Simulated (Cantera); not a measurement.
# Ti(OiPr)4 + H2O + H2 (titanium nitride, carbide and oxide coatings)

Input: 1 mol Ti(OiPr)4, 2 mol H2O, 33 mol H2, at 13.3 mbar.

Cantera equilibrium calculation (NASA polynomials, part measured and part estimated; ideal gas, pure solids and liquids). Candidate condensed phases: C, C6H6, C7H8, C8H18, H2O, Ti, TiC, TiO, TiO2, Ti2O3, Ti3O5, Ti4O7; 113 gas species. The feed counts by its element totals alone. TiC: taken at fixed stoichiometry. Condensed phases not in the tables: Magnéli phases beyond Ti4O7. Equilibrium is a limit: real reactors are often held back by kinetics, nucleation or transport.

```csv
T (K),log p H2,log p CO,log p H,log p C2H2 (acetylene),n C(graphite),n Ti4O7(s),n Ti3O5(s),n TiC(s)
1075,-1.91,-2.97,-8.79,-10.04,7.73,0.250,0,0
1175,-1.91,-2.97,-7.87,-9.11,7.66,0,0.333,0
1275,-1.93,-2.84,-7.10,-8.34,5.00,0,0,1.00
1375,-1.93,-2.84,-6.43,-7.68,5.00,0,0,1.00
1475,-1.93,-2.84,-5.85,-7.10,5.00,0,0,1.00
1575,-1.93,-2.84,-5.34,-6.60,5.00,0,0,1.00
1675,-1.93,-2.84,-4.90,-6.16,4.99,0,0,1.00
1775,-1.93,-2.84,-4.50,-5.77,4.99,0,0,1.00
1875,-1.93,-2.84,-4.15,-5.43,4.97,0,0,1.00
1975,-1.93,-2.84,-3.83,-5.12,4.94,0,0,1.000
2075,-1.94,-2.84,-3.54,-4.84,4.88,0,0,1.000
```
log p: log10 of the partial pressure in bar; n: condensed amount in mol.

At 1075 K the condensed part is C(graphite) + Ti4O7(s). At 1175 K the condensed part is C(graphite) + Ti3O5(s). From 1275 K to 2075 K the condensed part is C(graphite) + TiC(s).
